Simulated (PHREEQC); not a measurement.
PHREEQC input (ion-association model, wateq4f.dat):

```
SOLUTION_MASTER_SPECIES
  An  An-  0  An  62.0  # stands for a non-complexing anion
SOLUTION_SPECIES
  An- = An-
    -log_k 0
    -gamma 3.0 0
  SO4-2 + 10H+ + 8e- = H2S + 4H2O  # shut off: sulfate is not reduced
    -log_k -100
    -delta_h 0
    -analytic -100
PHASES
  Fix_H+
    H+ = H+
    -log_k 0
SOLUTION 1
  temp 25
  units mmol/kgw
  pH 7 charge
  Cl 0.5
  Mn(2) 0.25
  S(6) 0.069
  Ag 0.138
  Na 100
  An 100
END
SELECTED_OUTPUT 1
  -reset false
  -pH true
  -pe true
  -ionic_strength true
  -water true
  -totals Ag Cl Mn Na S Mn(2) Mn(3) Mn(6) Mn(7) S(-2)
    S(6)
  -molalities Hfo_wOH Hfo_wOH2+ Hfo_wO- Hfo_sOH Hfo_sOH2+ Hfo_sO- Hfo_sOMn+ Hfo_wOMn+ Hfo_wSO4- Hfo_wOHSO4-2
    Hfo_sOAg Hfo_wOAg
  -saturation_indices Pyrochroite Cerargyrite Ag2O Ag2SO4 Halite Mirabilite
USER_PUNCH 1
  -headings sigma psi
  10 PUNCH EDL("sigma", "Hfo"), EDL("psi", "Hfo")
PRINT
  -reset false
USE solution 1
SURFACE 1
  Hfo_wOH 0.00292135 600 1.3
  Hfo_sOH 7.30337e-05
EQUILIBRIUM_PHASES 1
  Fix_H+ -3 HAn 10
    -force_equality true
END
# ... the last block is repeated for the other 16 points of pH, with NaOH or the acid as the point needs
```

Selected output (columns that matter, 9 of 17 rows; pH added in front):

```
pH	mu	Ag	Cl	Mn	Na	S	m_Hfo_wOH	si_Pyrochroite	si_Cerargyrite	si_Ag2O	si_Halite	si_Mirabilite	sigma	psi
3	0.10346	0.000138	0.0005	0.00025	0.1	2.2182e-07	4.89e-05	-13.207	2.1391	-14.876	-6.1533	-8.2961	0.34692	0.14976
4	0.1022	0.00013788	0.0005	0.00024999	0.1	3.0641e-07	0.0003473	-11.206	2.1392	-12.876	-6.1525	-8.1385	0.30724	0.14387
5	0.10168	0.00013447	0.0005	0.00024912	0.1	1.1886e-06	0.0010967	-9.2064	2.1293	-10.899	-6.151	-7.5472	0.20561	0.12359
6	0.1012	0.00011563	0.0005	0.00022829	0.1	1.1016e-05	0.0017835	-7.2438	2.0677	-9.0342	-6.1447	-6.5789	0.10658	0.091039
7	0.10075	0.00011245	0.0005	0.00014935	0.1	5.2835e-05	0.0021345	-5.428	2.0564	-7.0593	-6.1434	-5.8964	0.046621	0.053891
8	0.10063	7.2883e-05	0.0005	1.2358e-05	0.10046	6.8211e-05	0.0020498	-4.5108	1.8762	-5.4453	-6.1286	-5.7802	0.0095327	0.013021
9	0.1008	1.7312e-05	0.00049999	2.4752e-07	0.10084	6.898e-05	0.0018888	-4.2144	1.2631	-4.7076	-6.1089	-5.7724	-0.026204	-0.033684
10	0.10113	2.3806e-06	0.00049999	6.1971e-09	0.1014	6.8998e-05	0.0015982	-3.8638	0.4024	-4.4385	-6.1019	-5.7685	-0.078804	-0.076699
11	0.10265	3.9928e-07	0.00049998	5.1928e-10	0.10326	6.8998e-05	0.0010186	-3.2525	-0.3942	-4.0319	-6.0945	-5.7571	-0.16179	-0.11129
```

Along this series the solution becomes supersaturated in solids that the run did not let form, among them Cerargyrite. The oxide is taken as insoluble; below pH 4 it would dissolve.
